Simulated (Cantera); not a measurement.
Input (Python, Cantera) and output of one run.

```python
import numpy as np
import cantera as ct

gas_names = [...]  # 92 gases of nasa_gas.yaml made of C, H, N
cond_names = """
    C(gr) C6H6(L) C7H8(L) C8H18(L),n-octa
""".split()


# ... load() reads the species with a 1 bar reference pressure and builds the phases ...
atoms = {
    'C2H2': {'C': 2, 'H': 2},
    'NH3': {'N': 1, 'H': 3},
}
top_T = {'C(gr)': 4500}  # K; cautious upper limits of use, not melting points


# ... equilibrate(T, P, feed) seeds the gas with the atoms and calls Mixture.equilibrate('TP', solver="vcs", rtol=1e-11, max_steps=5000) ...
results = []
feed = {'C2H2': 1, 'NH3': 1.3}  # mol
T = 700  # K
P = 1333.22  # Pa
mix = equilibrate(T, P, feed)
results.append((T, P, feed, dict(zip(mix.species_names, mix.species_moles))))
print(gas.report(threshold=0.0001))
for i in range(1, mix.n_phases):
    print(f"{mix.phase(i).name:16s} {mix.phase_moles(i):12.5e} mol")
```

Result:

```
       temperature   700 K
          pressure   1333.2 Pa
           density   0.0018071 kg/m^3
  mean mol. weight   7.889 kg/kmol
   phase of matter   gas

                          1 kg             1 kmol
                     ---------------   ---------------
          enthalpy        9.5439e+05        7.5291e+06  J
   internal energy        2.1663e+05         1.709e+06  J
           entropy             27068        2.1354e+05  J/K
    Gibbs function       -1.7993e+07       -1.4195e+08  J
 heat capacity c_p            3987.2             31455  J/K
 heat capacity c_v            2933.2             23140  J/K

                      mass frac. Y      mole frac. X     chem. pot. / RT
                     ---------------   ---------------   ---------------
               CH4           0.12803          0.062958           -43.713
                H2           0.19041           0.74509            -21.31
                N2           0.68149           0.19191           -30.001
     [  +89 minor]        7.6073e-05        3.5219e-05

C(gr)             1.78678e+00 mol
```

Method: chemical equilibrium by Gibbs-energy minimisation in Cantera with the NASA 1993 tables (ideal gas, pure condensed phases).
